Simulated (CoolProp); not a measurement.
Vapour-liquid equilibrium of n-heptane (1) + m-xylene (2) at 0.0167 bar; x and y are mole fractions of (1).

The numbers come from the multi-fluid Helmholtz-energy mixture model, Span 2003 and Zhou 2012; pair parameters Bell 2016 in CoolProp.

| x | bubble temperature (°C) | y at the bubble point | dew temperature at overall composition x (°C) | liquid density (mol/L) |
|---|---|---|---|---|
| 0.05 | 27.0 | 0.286 | 31.3 | 8.009 |
| 0.125 | 21.6 | 0.516 | 30.1 | 7.943 |
| 0.2 | 17.8 | 0.643 | 28.7 | 7.866 |
| 0.275 | 15.0 | 0.724 | 27.2 | 7.784 |
| 0.35 | 12.8 | 0.781 | 25.6 | 7.699 |
| 0.425 | 10.9 | 0.824 | 23.9 | 7.614 |
| 0.5 | 9.3 | 0.858 | 22.0 | 7.528 |
| 0.575 | 7.9 | 0.887 | 20.0 | 7.443 |
| 0.65 | 6.6 | 0.912 | 17.6 | 7.358 |
| 0.725 | 5.4 | 0.934 | 15.0 | 7.274 |
| 0.8 | 4.3 | 0.954 | 12.0 | 7.192 |
| 0.875 | 3.2 | 0.972 | 8.5 | 7.111 |
| 0.95 | 2.2 | 0.989 | 4.5 | 7.030 |

No azeotrope shows between x = 0.05 and 0.95.

The pair parameters rest on a limited set of measurements; away from them the model extrapolates.
